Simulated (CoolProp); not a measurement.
C2F6 (R116) along the isotherm 377.4 K: Z from the reference equation and from simpler models built on Tc = 293.0 K, pc = 3.048 MPa, ω = 0.257; each cubic takes its own stable root.

Model: reference Helmholtz-energy equation of state, Lemmon 2006, in CoolProp. It is a short technical equation, of lower accuracy than the large ones.

```tsv
p (MPa)	phase	reference
0.508	gas	0.9775
1.02	gas	0.9546
1.52	gas	0.9322
2.03	gas	0.9092
2.54	gas	0.8863
3.05	supercritical	0.8635
3.56	supercritical	0.8410
4.06	supercritical	0.8195
4.57	supercritical	0.7982
5.08	supercritical	0.7780
5.59	supercritical	0.7591
6.1	supercritical	0.7418
6.6	supercritical	0.7267
7.11	supercritical	0.7136
7.62	supercritical	0.7029
```

### Question
How far does each simpler model (van der Waals, Peng-Robinson) lie from the reference over these 15 states: mean and median of the absolute difference, and the worst?

### Answer
- van der Waals: mean 7.5 %, median 7.4 %, worst -13.9 % at 377.4 K and 6.6 MPa
- Peng-Robinson: mean 1.5 %, median 1.6 %, worst -2.3 % at 377.4 K and 4.06 MPa
